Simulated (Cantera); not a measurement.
A freely propagating, adiabatic, planar premixed flame of 21.5 % H2, 16.5 % O2, 62.0 % N2, equivalence ratio 0.65, unburnt at 350 K and 0.140 bar; multicomponent+Soret transport, grid criteria slope 0.08 and curve 0.16, no radiation.

Model: the H2/O2 subset of GRI-Mech 3.0, which has no nitrogen chemistry, integrated in Cantera. Burning velocities carry a grid error of a few per cent, more on coarse grids. Lean hydrogen flames are cellular in practice and burn faster than this planar one.

Question: Predict: laminar burning velocity; thermal thickness; peak x(H2O2); peak x(OH); peak x(O).

Answer: 
| Property | Result |
|---|---|
| laminar burning velocity | 146 cm/s |
| thermal thickness | 4.47 mm |
| peak x(H2O2) | 3.02e-5 |
| peak x(OH) | 0.0100 |
| peak x(O) | 0.0118 |
